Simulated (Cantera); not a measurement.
Input: 1 mol Cr, 0.33 mol N2, 2.5 mol H2, held at 53.0 mbar.

Equilibrium computed with Cantera from the NASA thermochemical tables; the gas is ideal and each condensed phase is pure. Candidate condensed phases: Cr, CrN, Cr2N; 11 gas species. Rates play no part. All values below are at 2298 K.

Base state: H2 0.626, Cr 0.257, N2 0.0847, H 0.0329 (mole fractions); condensed: gas only.

### Question
What changes in the equilibrium state with this change: pressure from 53.0 mbar to 0.100 bar?

### Answer
```csv
species,before,after
H2,0.626,0.694
Cr,0.257,0.188
N2,0.0847,0.0932
H,0.0329,0.0252
"Cr(l), mol",0,0.334
```
